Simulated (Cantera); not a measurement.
Ignition delay

Mixture: CH4 : C2H6 : O2 : N2 = 1 : 0.11 : 3.02 : 8.15 (molar parts), equivalence ratio 0.79, at 6.90 bar, adiabatic and at constant pressure. Ignition delay is the time to a rise of 400 K.

Computed with Cantera and GRI-Mech 3.0 (53 species, 325 reactions).

```csv
T0 (K),delay (ms)
1098,4.49
1148,2.09
1198,1.06
1248,0.580
1298,0.335
1348,0.202
1398,0.126
1448,0.0807
1498,0.0528
1548,0.0353
```

* **apparent activation energy between 1448 and 1548 K**: 150 kJ/mol
